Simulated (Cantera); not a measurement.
A closed system holds: 1 mol Fe, 0.094 mol HCl, 0.073 mol O2, at 2300 Pa.

Cantera equilibrium calculation (NASA polynomials, part measured and part estimated; ideal gas, pure solids and liquids). Candidate condensed phases: Fe, FeCl2, FeCl3, FeO, Fe(OH)2, Fe(OH)3, Fe2O3, Fe3O4, H2O; 22 gas species. Mutual solubility and eutectic melting of coexisting phases are not modelled. The tables' stoichiometric FeO is somewhat more stable than real wüstite, so its field is too wide. FeO: taken at fixed stoichiometry. The numbers say what is thermodynamically allowed, not how fast it happens.

x: gas mole fraction; n: condensed amount in mol.

```json
[
 {"T (°C)": "1000", "x HCl": "0.391", "x FeCl2": "0.303", "x H2": "0.232", "x H2O": "0.0729", "x Fe2Cl4": "0.000619", "x H": "2.26e-6", "n Fe(γ)": "0.832", "n FeO(s)": "0.139", "n Fe(δ)": "0", "n FeO(l)": "0"},
 {"T (°C)": "1075", "x HCl": "0.367", "x FeCl2": "0.316", "x H2": "0.235", "x H2O": "0.0823", "x Fe2Cl4": "0.000321", "x H": "7.39e-6", "n Fe(γ)": "0.832", "n FeO(s)": "0.138", "n Fe(δ)": "0", "n FeO(l)": "0"},
 {"T (°C)": "1150", "x HCl": "0.345", "x FeCl2": "0.327", "x H2": "0.236", "x H2O": "?", "x Fe2Cl4": "?", "x H": "?", "n Fe(γ)": "0.832", "n FeO(s)": "0.137", "n Fe(δ)": "0", "n FeO(l)": "0"},
 {"T (°C)": "1225", "x HCl": "0.327", "x FeCl2": "0.336", "x H2": "0.237", "x H2O": "0.0992", "x Fe2Cl4": "0.000104", "x H": "5.52e-5", "n Fe(γ)": "0.832", "n FeO(s)": "0.137", "n Fe(δ)": "0", "n FeO(l)": "0"},
 {"T (°C)": "1300", "x HCl": "0.311", "x FeCl2": "0.344", "x H2": "0.238", "x H2O": "0.107", "x Fe2Cl4": "?", "x H": "?", "n Fe(γ)": "0.832", "n FeO(s)": "0.136", "n Fe(δ)": "0", "n FeO(l)": "0"},
 {"T (°C)": "1375", "x HCl": "0.297", "x FeCl2": "0.351", "x H2": "0.238", "x H2O": "0.113", "x Fe2Cl4": "4.11e-5", "x H": "0.000287", "n Fe(γ)": "0.832", "n FeO(s)": "0.135", "n Fe(δ)": "0", "n FeO(l)": "0"},
 {"T (°C)": "1450", "x HCl": "0.287", "x FeCl2": "0.356", "x H2": "0.243", "x H2O": "0.113", "x Fe2Cl4": "2.72e-5", "x H": "0.000592", "n Fe(γ)": "0", "n FeO(s)": "0", "n Fe(δ)": "0.831", "n FeO(l)": "0.135"}
]
```

Some entries are withheld; supply them.


- 1150, x H2O: 0.0911
- 1150, x Fe2Cl4: 0.000178
- 1150, x H: 2.13e-5
- 1300, x Fe2Cl4: 6.41e-5
- 1300, x H: 0.000131
